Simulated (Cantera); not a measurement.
Input: 1 mol Fe(CO)5, 0.13 mol H2, equilibrated at 650 °C and 1 atm.

Equilibrium computed with Cantera from the NASA thermochemical tables; the gas is ideal and each condensed phase is pure. Candidate condensed phases: C, C6H6, C7H8, C8H18, Fe, Fe(CO)5, FeO, Fe(OH)2, Fe(OH)3, Fe2O3, Fe3O4, H2O; 114 gas species. The tables' stoichiometric FeO is somewhat more stable than real wüstite, so its field is too wide. FeO: taken at fixed stoichiometry. Kinetics and transport are ignored.

Base state: CO2 0.540, CO 0.412, H2 0.0296, H2O 0.0190, CH4 0.000206 (mole fractions); condensed: C(graphite) + FeO(s).

Task: What changes in the equilibrium state with this change: Fe(CO)5 replaced by HgO?

Result: 
| species | before | after |
|---|---|---|
| Hg | 0 | 0.639 |
| O2 | <1e-9 | 0.278 |
| H2O | 0.0190 | 0.0831 |
| CO2 | 0.540 | 0 |
| CO | 0.412 | 0 |
| H2 | 0.0296 | <1e-9 |
| CH4 | 0.000206 | 0 |
| C(graphite), mol | 2.48 | 0 |
| FeO(s), mol | 1.00 | 0 |
Further candidate phases: Hg, HgO.
